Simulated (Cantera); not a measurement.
Carbothermic reduction: Fe3O4 + CO

Feed: 1 mol Fe3O4, 3.8 mol CO, equilibrated at 75.0 Torr.

Cantera equilibrium calculation (NASA polynomials, part measured and part estimated; ideal gas, pure solids and liquids). Candidate condensed phases: C, Fe, Fe(CO)5, FeO, Fe2O3, Fe3O4; 15 gas species. The tables' stoichiometric FeO is somewhat more stable than real wüstite, so its field is too wide. FeO: taken at fixed stoichiometry. Equilibrium is a limit: real reactors are often held back by kinetics, nucleation or transport.

```json
[
 {"T (K)": "948", "x CO": "0.737", "x CO2": "0.263", "x Fe": "<1e-12", "x FeO": "<1e-12", "x O": "<1e-12", "x O2": "<1e-12", "n FeO(s)": "3.00", "n FeO(l)": "0"},
 {"T (K)": "1098", "x CO": "0.737", "x CO2": "0.263", "x Fe": "7.29e-12", "x FeO": "<1e-12", "x O": "<1e-12", "x O2": "<1e-12", "n FeO(s)": "3.00", "n FeO(l)": "0"},
 {"T (K)": "1248", "x CO": "0.737", "x CO2": "0.263", "x Fe": "1.26e-9", "x FeO": "<1e-12", "x O": "<1e-12", "x O2": "<1e-12", "n FeO(s)": "3.00", "n FeO(l)": "0"},
 {"T (K)": "1398", "x CO": "0.737", "x CO2": "0.263", "x Fe": "7.07e-8", "x FeO": "1.36e-10", "x O": "3.10e-12", "x O2": "1.15e-12", "n FeO(s)": "3.00", "n FeO(l)": "0"},
 {"T (K)": "1548", "x CO": "0.737", "x CO2": "0.263", "x Fe": "1.77e-6", "x FeO": "8.59e-9", "x O": "2.68e-10", "x O2": "1.23e-10", "n FeO(s)": "3.00", "n FeO(l)": "0"},
 {"T (K)": "1698", "x CO": "0.737", "x CO2": "0.263", "x Fe": "2.35e-5", "x FeO": "2.42e-7", "x O": "1.05e-8", "x O2": "5.74e-9", "n FeO(s)": "0", "n FeO(l)": "3.00"},
 {"T (K)": "1848", "x CO": "0.737", "x CO2": "0.263", "x Fe": "0.000182", "x FeO": "3.50e-6", "x O": "2.26e-7", "x O2": "1.42e-7", "n FeO(s)": "0", "n FeO(l)": "3.00"},
 {"T (K)": "1998", "x CO": "0.735", "x CO2": "0.264", "x Fe": "0.00102", "x FeO": "3.32e-5", "x O": "3.08e-6", "x O2": "2.18e-6", "n FeO(s)": "0", "n FeO(l)": "3.00"},
 {"T (K)": "2148", "x CO": "0.729", "x CO2": "0.266", "x Fe": "0.00436", "x FeO": "0.000226", "x O": "2.94e-5", "x O2": "2.32e-5", "n FeO(s)": "0", "n FeO(l)": "2.98"}
]
```
x: gas mole fraction; n: condensed amount in mol.

From 948 K to 1548 K the condensed part is FeO(s). From 1698 K to 2148 K the condensed part is FeO(l).
